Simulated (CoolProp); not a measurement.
Vapour-liquid equilibrium of ethanol (1) + dimethyl carbonate (2) at 114.45 °C; x and y are mole fractions of (1).

Model: multi-fluid Helmholtz-energy mixture model, Schroeder 2014 and Zhou 2011; pair parameters Bell 2016, in CoolProp.

Q: Give the bubble pressure and the first vapour's composition at x = 0.5, 0.575, 0.95. Is there an azeotrope?

A: x = 0.5: 0.3647 MPa, y = 0.632; x = 0.575: 0.3721 MPa, y = 0.669; x = 0.95: 0.3699 MPa, y = 0.929. y crosses x between x = 0.725 and 0.8: the model has an azeotrope there.

The pair parameters rest on a limited set of measurements; away from them the model extrapolates.
